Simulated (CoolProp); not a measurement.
Properties of fluorine at several states (Tc = 144.4 K, pc = 52.40 bar, ω = 0.045).

Computed with CoolProp (reference Helmholtz-energy equation of state, de Reuck 1990).

```json
[
 {"T (K)": "132", "p (bar)": "1.13", "phase": "gas", "density (kg/m³)": "3.949", "cp (kJ/(kg K))": "[?]", "cv (kJ/(kg K))": "0.5537", "isothermal compressibility (1/MPa)": "8.934", "expansivity (1/kK)": "7.804", "fugacity coefficient": "0.9907"},
 {"T (K)": "281.1", "p (bar)": "9.19", "phase": "gas", "density (kg/m³)": "15.02", "cp (kJ/(kg K))": "0.8258", "cv (kJ/(kg K))": "0.5977", "isothermal compressibility (1/MPa)": "1.094", "expansivity (1/kK)": "3.651", "fugacity coefficient": "0.9948"},
 {"T (K)": "187.9", "p (bar)": "114", "phase": "supercritical", "density (kg/m³)": "[?]", "cp (kJ/(kg K))": "1.707", "cv (kJ/(kg K))": "0.6666", "isothermal compressibility (1/MPa)": "[?]", "expansivity (1/kK)": "16.01", "fugacity coefficient": "[?]"},
 {"T (K)": "130.7", "p (bar)": "0.763", "phase": "gas", "density (kg/m³)": "2.685", "cp (kJ/(kg K))": "0.7771", "cv (kJ/(kg K))": "0.5521", "isothermal compressibility (1/MPa)": "13.19", "expansivity (1/kK)": "7.810", "fugacity coefficient": "0.9935"},
 {"T (K)": "191.9", "p (bar)": "6.41", "phase": "gas", "density (kg/m³)": "15.52", "cp (kJ/(kg K))": "0.8022", "cv (kJ/(kg K))": "0.5661", "isothermal compressibility (1/MPa)": "1.586", "expansivity (1/kK)": "5.503", "fugacity coefficient": "0.9841"}
]
```

Problem. What belongs in the gaps?

Solution. 
- 132, cp (kJ/(kg K)): 0.7815
- 187.9, density (kg/m³): 402.9
- 187.9, isothermal compressibility (1/MPa): 0.1150
- 187.9, fugacity coefficient: 0.7244
